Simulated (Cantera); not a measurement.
Input: 1 mol SiC, 0.073 mol CO2, 21 mol N2, 1.1 mol N2O, at 1948.15 K and 0.310 bar.

Method: chemical equilibrium by Gibbs-energy minimisation in Cantera with the NASA 1993 tables (ideal gas, pure condensed phases). Mutual solubility and eutectic melting of coexisting phases are not modelled. Equilibrium is a limit: real reactors are often held back by kinetics, nucleation or transport.

| species | before | after |
|---|---|---|
| N2 | 0.956 | 0.961 |
| SiO | 0.00957 | 0.0360 |
| CO | 0.0342 | 0.00317 |
| Si | 1.97e-5 | 2.36e-7 |
| SiC(s), mol | 0.291 | 0 |
| Si2N2O(s), mol | 0.245 | 0 |
| SiO2(condensed), mol | 0 | 0.173 |
Gas species are given as mole fractions.

Task: Name the change that produced these shifts.
A) SiC replaced by Si
B) temperature from 1948.15 K to 1723.15 K
C) pressure from 0.310 bar to 6.20 bar
D) temperature from 1948.15 K to 1100 K

Result: A, SiC replaced by Si. The tables hold silica as quartz up to 1696 K and as liquid above; real silica turns to tridymite and cristobalite and melts near 1996 K
